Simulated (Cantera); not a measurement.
Charge: 1 mol SiCl₄, 4.5 mol NH₃, 31 mol N₂, equilibrated at 75.0 Torr.

These are equilibrium values from Cantera (NASA tables, ideal gas, pure condensed phases), not measurements of a reactor. Candidate condensed phases: NH₄Cl, Si, Si₃N₄; 28 gas species. The tables' values for SiCl₃ are old estimates; treat these amounts as uncertain. The numbers say what is thermodynamically allowed, not how fast it happens.

### Question
At 1152 °C, list the 5 most abundant gas species with their mole fractions, and the condensed phases.

### Answer
N₂ 0.789, H₂ 0.116, HCl 0.0937, SiCl₂ 0.000575, SiCl₄ 0.000293. Condensed: Si₃N₄(s).
